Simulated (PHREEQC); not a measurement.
Consider water at 85 °C with 0.018 mol HCl, 9.3e-05 mol ZnSO4 and 7.3e-05 mol Fe2(SO4)3 per kg of water. Closed to the air; pH follows from the charge balance.

Model: ion-association model, wateq4f.dat, run in PHREEQC.

Precipitation was switched off in this run.

Question: What pH does the model give?

Answer: pH 1.80.

Question: In which forms is S present?

Answer: HSO4- 80 %, SO4-2 17 %, FeSO4+ 2.2 % of the S.

The solution is supersaturated, for example in Hematite (slow to form), Goethite (slow to form), so a real one may precipitate; this is no full list. Species that the database lacks are ignored. Away from 25 °C the constants follow the database's enthalpies or fits; those with neither stay at their 25 °C values.
